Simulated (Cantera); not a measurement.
Cantera run, input and output.

```python
import numpy as np
import cantera as ct

gas = ct.Solution("h2o2.yaml")
gas.TPX = 1250, 13332, {'H2': 0.73, 'O2': 1, 'N2': 12}
reactor = ct.IdealGasConstPressureReactor(gas, energy="off", clone=False)
net = ct.ReactorNet([reactor])
net.rtol, net.atol = 1e-08, 1e-18
show = ['H2', 'O2', 'H2O2', 'OH', 'HO2', 'O']
times = np.geomspace(3e-05, 200, 12)

steps = ct.SolutionArray(gas, extra=["t"])
rows = []
print(f"{'t/s':>10s}{'T/K':>9s}{'P/Pa':>11s}" + "".join(f"{s:>11s}" for s in show))
for t in times:
    while net.time < t:
        t_next = net.step()
        steps.append(gas.state, t=t_next)
    rows.append([np.interp(t, steps.t, y) for y in (steps.T, steps.P, *steps(*show).X.T)])
    print(f"{t:10.3e}{rows[-1][0]:9.1f}{rows[-1][1]:11.4g}" + "".join(f"{x:11.3e}" for x in rows[-1][2:]))
rate = np.gradient(steps.T, steps.t)
print("integrator steps:", len(steps.t))
if steps.T.max() > steps.T[0] + 200:
    print(f"time of steepest temperature rise: {steps.t[rate.argmax()]:.4e} s")
gas.TPX = 1250, 13332, {'H2': 0.73, 'O2': 1, 'N2': 12}
gas.equilibrate("TP")
print(f"equilibrium (TP): T = {gas.T:.1f} K  " + "  ".join(f"{s} {gas[s].X[0]:.3e}" for s in show))
```

Output:

```
       t/s      T/K       P/Pa         H2         O2       H2O2         OH        HO2          O
 3.000e-05   1250.0  1.333e+04  5.317e-02  7.283e-02  2.574e-12  3.876e-10  2.659e-09  5.677e-10
 1.252e-04   1250.0  1.333e+04  5.317e-02  7.283e-02  4.397e-11  8.443e-09  1.174e-08  1.377e-08
 5.222e-04   1250.0  1.333e+04  5.179e-02  7.218e-02  1.951e-08  1.306e-04  3.282e-06  2.131e-04
 2.179e-03   1250.0  1.333e+04  3.183e-03  4.767e-02  2.957e-07  1.778e-03  3.189e-06  6.189e-03
 9.090e-03   1250.0  1.333e+04  5.601e-04  4.726e-02  2.817e-07  7.185e-04  2.549e-06  9.034e-04
 3.792e-02   1250.0  1.333e+04  2.600e-05  4.746e-02  6.045e-08  1.525e-04  5.201e-07  4.106e-05
 1.582e-01   1250.0  1.333e+04  2.036e-06  4.750e-02  9.165e-09  4.406e-05  5.757e-08  3.401e-06
 6.601e-01   1250.0  1.333e+04  3.036e-07  4.751e-02  1.752e-09  1.735e-05  9.981e-09  5.274e-07
 2.754e+00   1250.0  1.333e+04  6.442e-08  4.751e-02  4.131e-10  8.046e-06  3.643e-09  1.136e-07
 1.149e+01   1250.0  1.333e+04  2.568e-08  4.751e-02  1.720e-10  5.055e-06  3.323e-09  4.493e-08
 4.794e+01   1250.0  1.333e+04  2.383e-08  4.751e-02  1.601e-10  4.864e-06  3.351e-09  4.159e-08
 2.000e+02   1250.0  1.333e+04  2.383e-08  4.751e-02  1.601e-10  4.863e-06  3.351e-09  4.159e-08
integrator steps: 2188
equilibrium (TP): T = 1250.0 K  H2 2.383e-08  O2 4.751e-02  H2O2 1.601e-10  OH 4.863e-06  HO2 3.351e-09  O 4.159e-08
```

Model: the H2/O2 subset of GRI-Mech 3.0, which has no nitrogen chemistry, integrated in Cantera. The temperature is held fixed by assumption; the heat of reaction is taken as removed at once.
